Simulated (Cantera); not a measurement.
Feed: 1 mol PbO, 0.082 mol H₂, a varied amount of N₂, at 0.00600 bar.

These are equilibrium values from Cantera (NASA tables, ideal gas, pure condensed phases), not measurements of a reactor. Candidate condensed phases: H₂O, Pb, PbO, PbO₂, Pb₃O₄; 27 gas species. Each liquid is taken as pure. Mutual solubility and eutectic melting of coexisting phases are not modelled. Rates play no part.

Problem. What condenses at these points (T in K, n(N₂) in mol): (773, 1.6); (1473, 2.6); (1473, 1.1); (773, 1.8); (1273, 2.6); (1373, 2.6)?

Solution. 
```json
[
 {"T (K)": "773", "n(N₂) in mol": "1.6", "condensed phases": "Pb + PbO", "Pb condensed (%)": "100.0"},
 {"T (K)": "1473", "n(N₂) in mol": "2.6", "condensed phases": "gas only", "Pb condensed (%)": "0.0"},
 {"T (K)": "1473", "n(N₂) in mol": "1.1", "condensed phases": "gas only", "Pb condensed (%)": "0.0"},
 {"T (K)": "773", "n(N₂) in mol": "1.8", "condensed phases": "Pb + PbO", "Pb condensed (%)": "100.0"},
 {"T (K)": "1273", "n(N₂) in mol": "2.6", "condensed phases": "PbO", "Pb condensed (%)": "78.1"},
 {"T (K)": "1373", "n(N₂) in mol": "2.6", "condensed phases": "gas only", "Pb condensed (%)": "0.0"}
]
```
